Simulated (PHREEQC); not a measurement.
A solution holds 15 mmol/kgw HF, 0.62 mmol/kgw ZnSO4 and 110 mmol/kgw CuCl2, at 20 °C and 300 atm. Closed to the air; pH follows from the charge balance.

Equilibrium calculation in PHREEQC: ion-association model, phreeqc.dat.

| Item | Result |
|---|---|
| pH | 2.42 |
| ionic strength | 0.309 mol/kgw |
| activity of water | 0.994 |
| density | 1.025 g/cm³ |
| total alkalinity | -15.0 meq/kg |

```csv
species,molality,activity,log γ
Cl-,0.208,0.143,-0.162
Cu+2,0.0966,0.0285,-0.530
CuCl+,0.0113,0.00783,-0.160
HF,0.01000,0.0107,0.031
H+,0.00486,0.00382,-0.105
F-,0.00356,0.00241,-0.169
CuF+,0.00121,0.000894,-0.132
Zn+2,0.000534,0.000140,-0.581
CuCl2,0.000507,0.000545,0.031
CuSO4,0.000301,0.000323,0.031
SO4-2,0.000293,7.48e-5,-0.593
```

No solid was allowed to form. Under pressure, the constants of complexes without a molar volume in the database are unreliable.
